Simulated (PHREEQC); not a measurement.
1 kg of water holding 0.008 mol MgCl2, 0.0054 mol KCl, 0.022 mol NaCl and 0.058 mol CaCl2 is evaporated at 40 °C; the solids stay in contact with the brine. The system is closed to CO2. Solids allowed: Bischofite, Brucite, Carnallite, Halite, Portlandite, Sylvite, MgCl2_4H2O. Others were left out.

All values are PHREEQC results (Pitzer model, pitzer.dat), not measurements.

Q: Predict ionic strength at water left (kg) = 0.1407, 0.09502, 0.07809.

A: 
| water left (kg) | ionic strength |
|---|---|
| 0.1407 | 1.60 |
| 0.09502 | 2.37 |
| 0.07809 | 2.89 |

At this temperature some constants are extrapolated from 25 °C, and those without enthalpy data are left unchanged.
